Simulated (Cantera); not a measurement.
Input: 1 mol Ti(OiPr)₄, 0.079 mol O₂, at 775 °C and 0.00740 bar.

Method: chemical equilibrium by Gibbs-energy minimisation in Cantera with the NASA 1993 tables (ideal gas, pure condensed phases). Candidate condensed phases: C, C₆H₆, C₇H₈, C₈H₁₈, H₂O, Ti, TiC, TiO, TiO₂, Ti₂O₃, Ti₃O₅, Ti₄O₇; 113 gas species. The feed counts by its element totals alone. Kinetics and transport are ignored.

Base state: H₂ 0.866, CO 0.133, CH₄ 0.000324, H₂O 0.000160, CO₂ 2.91e-5 (mole fractions); condensed: C(graphite) + TiO₂(rutile).

Q: What changes in the equilibrium state with this change: temperature from 775 °C to 1675 °C?

A: 
| species | before | after |
|---|---|---|
| H₂ | 0.866 | 0.760 |
| CO | 0.133 | 0.228 |
| H | 8.39e-8 | 0.0115 |
| C₂H₂ (acetylene) | 3.42e-9 | 0.000410 |
| CO₂ | 2.91e-5 | 1.27e-8 |
| H₂O | 0.000160 | 1.86e-7 |
| CH₄ | 0.000324 | 2.09e-6 |
| C(graphite), mol | 9.84 | 6.83 |
| TiO₂(rutile), mol | 1.00 | 0 |
| TiC(s), mol | 0 | 1.000 |
TiC: taken at fixed stoichiometry.
